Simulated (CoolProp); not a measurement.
Saturation properties of R1234ze(E) (Tc = 109.4 °C, pc = 3.635 MPa, ω = 0.313).

The numbers come from the reference Helmholtz-energy equation of state, Thol 2016 in CoolProp.

```
T (°C)   p (MPa)  enthalpy of vaporisation (kJ/kg)  liquid cp (kJ/(kg K))  surface tension (mN/m)  liquid viscosity (µPa s)  liquid conductivity (mW/(m K))
------  --------  --------------------------------  ---------------------  ----------------------  ------------------------  ------------------------------
-84.35  0.001717                             230.9                  1.218                    35.6                      1050                             117
-74.65  0.003869                             225.6                  1.222                    31.2                       834                             113
-65.05  0.007908                             220.5                  1.227                    27.5                       685                             109
-55.35   0.01508                             215.4                  1.235                    24.4                       573                             105
-45.65   0.02692                             210.3                  1.245                    21.7                       487                             101
-35.95   0.04543                             205.1                  1.257                    19.3                       419                            96.8
-26.25   0.07300                             199.7                  1.270                    17.3                       364                            93.0
-16.55    0.1125                             194.2                  1.286                    15.4                       318                            89.3
-6.85     0.1670                             188.4                  1.304                    13.7                       280                            85.6
2.85      0.2402                             182.4                  1.325                    12.2                       247                            82.0
12.55     0.3359                             175.9                  1.349                    10.7                       219                            78.5
22.15     0.4569                             169.1                  1.376                    9.32                       194                            75.2
31.85     0.6102                             161.6                  1.410                    7.99                       173                            71.9
```

It boils at -19.0 °C under 1 atm.

Viscosity comes from a separate model (Bell 2016), an estimate that may be off by 10 % or more. Thermal conductivity comes from a separate model (Perkins 2011). Surface tension comes from a separate correlation (Mulero 2014).
